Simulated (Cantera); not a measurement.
Mixture: CH₄ : O₂ : N₂ = 1 : 2.44 : 7.07 (molar parts), at 370000 Pa, adiabatic and at constant volume. Ignition delay is the time to a rise of 400 K.

Computed with Cantera and GRI-Mech 3.0 (53 species, 325 reactions).

### Question
What does this change do: pressure from 370000 Pa to 1000000 Pa?

### Answer
```json
[
 {"quantity": "delay at 1150 K", "before": "18.6 ms", "after": "6.34 ms"},
 {"quantity": "delay at 1300 K", "before": "2.63 ms", "after": "1.01 ms"},
 {"quantity": "delay at 1450 K", "before": "0.493 ms", "after": "0.208 ms"},
 {"quantity": "delay at 1600 K", "before": "0.121 ms", "after": "53.5 µs"},
 {"quantity": "apparent activation energy between 1525 and 1675 K", "before": "180 kJ/mol", "after": "180 kJ/mol"}
]
```

### Question
What does this change do: pressure from 370000 Pa to 150000 Pa?

### Answer
| quantity | before | after |
|---|---|---|
| delay at 1150 K | 18.6 ms | 45.5 ms |
| delay at 1300 K | 2.63 ms | 5.79 ms |
| delay at 1450 K | 0.493 ms | 1.02 ms |
| delay at 1600 K | 0.121 ms | 0.251 ms |
| apparent activation energy between 1525 and 1675 K | 180 kJ/mol | 180 kJ/mol |
